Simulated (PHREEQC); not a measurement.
0.17 g of hydrous ferric oxide (600 m²/g; 0.2 weak and 0.005 strong sites per Fe, Dzombak-Morel constants, diffuse double layer) in 1 kg of water with 0.001 mol/kgw of an inert sodium salt and 1.2 mmol/kgw CaCl2, at 25 °C; the pH is set by adding NaOH or the inert anion's acid. Oxygen alone is held at its pressure in air (log pO2 = -0.68). The system is closed to CO2. Precipitation was switched off in this run.

Base run: PHREEQC, ion-association model, wateq4f.dat. Each further column changes one thing. The table gives surface potential ψ (mV).

| pH | base | background salt from 0.001 to 0.0001 mol/kgw | oxide from 0.17 to 0.85 g/kgw | 0.00086 mol/kgw Na2SeO4 added |
|---|---|---|---|---|
| 3 | 216 | 219 | 214 | 85 |
| 3.5 | 208 | 211 | 207 | 84 |
| 4 | 195 | 197 | 194 | 83 |
| 5 | 159 | 161 | 158 | 79 |
| 5.5 | 138 | 139 | 137 | 73 |
| 6 | 114 | 115 | 114 | 65 |
| 6.5 | 89 | 90 | 89 | 56 |
| 7 | 64 | 64 | 64 | 46 |
| 8 | 17 | 17 | 16 | 15 |
| 8.5 | 5 | 5 | 2 | 4 |
| 9 | 2 | 2 | -5 | 1 |

The oxide is taken as insoluble; below pH 4 it would dissolve.
